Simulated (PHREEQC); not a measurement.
A solution holds 1.3 mol/kgw LiCl, at 25 °C. Closed to the air; pH follows from the charge balance.

Model: ion-association model, phreeqc.dat, run in PHREEQC.

Precipitation was switched off in this run.

Question: Estimate the activity of water.

Answer: activity of water 0.956.

Ionic strength above about 0.7 mol/kgw puts this run outside the model's range.
